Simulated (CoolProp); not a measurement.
Properties of ethane along the isobar 25.4 MPa (Tc = 32.2 °C, pc = 4.872 MPa, ω = 0.099).

Model: reference Helmholtz-energy equation of state, Bücker 2006, in CoolProp.

```tsv
T (°C)	phase	speed of sound (m/s)	Joule-Thomson coefficient (K/MPa)	isothermal compressibility (1/MPa)	viscosity (µPa s)	fugacity coefficient
23.55	liquid	869.7	-0.1284	0.004989	74.7	0.2124
37.95	supercritical	802.9	-0.03964	0.006121	?	0.2587
52.35	supercritical	740.8	?	0.007532	60.4	0.3072
66.85	supercritical	684.0	0.1763	0.009280	54.5	0.3573
81.25	supercritical	633.7	?	0.01136	49.4	0.4073
95.65	supercritical	590.1	0.4345	0.01378	45.1	0.4565
110.05	supercritical	553.5	0.5689	0.01644	41.3	0.5044
124.45	supercritical	523.9	0.6963	0.01921	38.2	0.5502
138.85	supercritical	501.1	0.8080	0.02191	?	0.5936
153.25	supercritical	484.2	0.8978	0.02437	33.4	0.6342
```

### Question
What belongs in the gaps?

### Answer

- 37.95, viscosity (µPa s): 67.1
- 52.35, Joule-Thomson coefficient (K/MPa): 0.06167
- 81.25, Joule-Thomson coefficient (K/MPa): 0.3015
- 138.85, viscosity (µPa s): 35.5

Viscosity comes from a separate model (Friend 1991).
